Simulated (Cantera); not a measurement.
Charge: 1 mol MgO, 2.8 mol SO₃, 1.8 mol H₂O, at 1025 K and 3680 Torr.

Method: chemical equilibrium by Gibbs-energy minimisation in Cantera with the NASA 1993 tables (ideal gas, pure condensed phases). Candidate condensed phases: H₂O, H₂SO₄, Mg, MgO, Mg(OH)₂, MgS, MgSO₄, S; 26 gas species. The numbers say what is thermodynamically allowed, not how fast it happens.

What is the equilibrium state?


- x(H₂O) = 0.444
- x(SO₃) = 0.222
- x(SO₂) = 0.222
- x(O₂) = 0.111
- x(H₂SO₄) = 0.00159
- n(MgSO₄(s)) = 1.00 mol
- gas amount = 4.042 mol
- log10 activity of S(l) (absent) = -14.74
- log10 activity of Mg(l) (absent) = -29.82
